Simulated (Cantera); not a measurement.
Input (Python, Cantera):

```python
import numpy as np
import cantera as ct

gas = ct.Solution("gri30.yaml")
gas.TPX = 1075, 27000, {'N2O': 1, 'O2': 0.15}
reactor = ct.IdealGasConstPressureReactor(gas, energy="off", clone=False)
net = ct.ReactorNet([reactor])
net.rtol, net.atol = 1e-08, 1e-18
show = ['N2O', 'O2', 'NO', 'O', 'N2']
times = np.geomspace(0.0008, 30, 14)

steps = ct.SolutionArray(gas, extra=["t"])
rows = []
print(f"{'t/s':>10s}{'T/K':>9s}{'P/Pa':>11s}" + "".join(f"{s:>11s}" for s in show))
for t in times:
    while net.time < t:
        t_next = net.step()
        steps.append(gas.state, t=t_next)
    rows.append([np.interp(t, steps.t, y) for y in (steps.T, steps.P, *steps(*show).X.T)])
    print(f"{t:10.3e}{rows[-1][0]:9.1f}{rows[-1][1]:11.4g}" + "".join(f"{x:11.3e}" for x in rows[-1][2:]))
rate = np.gradient(steps.T, steps.t)
print("integrator steps:", len(steps.t))
if steps.T.max() > steps.T[0] + 200:
    print(f"time of steepest temperature rise: {steps.t[rate.argmax()]:.4e} s")
gas.TPX = 1075, 27000, {'N2O': 1, 'O2': 0.15}
gas.equilibrate("TP")
print(f"equilibrium (TP): T = {gas.T:.1f} K  " + "  ".join(f"{s} {gas[s].X[0]:.3e}" for s in show))
```

It prints:

```
       t/s      T/K       P/Pa        N2O         O2         NO          O         N2
 8.000e-04   1075.0    2.7e+04  8.696e-01  1.304e-01  4.604e-07  2.023e-07  7.604e-06
 1.799e-03   1075.0    2.7e+04  8.695e-01  1.304e-01  1.066e-06  2.023e-07  1.733e-05
 4.044e-03   1075.0    2.7e+04  8.695e-01  1.305e-01  2.426e-06  2.023e-07  3.920e-05
 9.092e-03   1075.0    2.7e+04  8.694e-01  1.305e-01  5.485e-06  2.023e-07  8.837e-05
 2.044e-02   1075.0    2.7e+04  8.693e-01  1.305e-01  1.236e-05  2.023e-07  1.989e-04
 4.596e-02   1075.0    2.7e+04  8.689e-01  1.306e-01  2.780e-05  2.023e-07  4.473e-04
 1.033e-01   1075.0    2.7e+04  8.681e-01  1.309e-01  6.249e-05  2.023e-07  1.005e-03
 2.323e-01   1075.0    2.7e+04  8.662e-01  1.314e-01  1.402e-04  2.022e-07  2.257e-03
 5.223e-01   1075.0    2.7e+04  8.621e-01  1.325e-01  3.140e-04  2.021e-07  5.058e-03
 1.174e+00   1075.0    2.7e+04  8.529e-01  1.351e-01  6.999e-04  2.018e-07  1.129e-02
 2.640e+00   1075.0    2.7e+04  8.326e-01  1.408e-01  1.546e-03  2.011e-07  2.497e-02
 5.935e+00   1075.0    2.7e+04  7.895e-01  1.530e-01  3.344e-03  1.994e-07  5.414e-02
 1.334e+01   1075.0    2.7e+04  7.030e-01  1.774e-01  6.922e-03  1.955e-07  1.126e-01
 3.000e+01   1075.0    2.7e+04  5.501e-01  2.206e-01  1.313e-02  1.864e-07  2.161e-01
integrator steps: 583
equilibrium (TP): T = 1075.0 K  N2O 2.843e-09  O2 3.939e-01  NO 8.137e-05  O 1.595e-09  N2 6.060e-01
```

Computed with Cantera and GRI-Mech 3.0 (53 species, 325 reactions). GRI-Mech 3.0 was tuned for natural gas; its chemistry of N2O as a main component is partial and can be far from experiment. The mechanism lacks the step 2 NO + O2 → 2 NO2, which can matter for NO2 below about 1400 K. The temperature is held fixed by assumption; the heat of reaction is taken as removed at once.
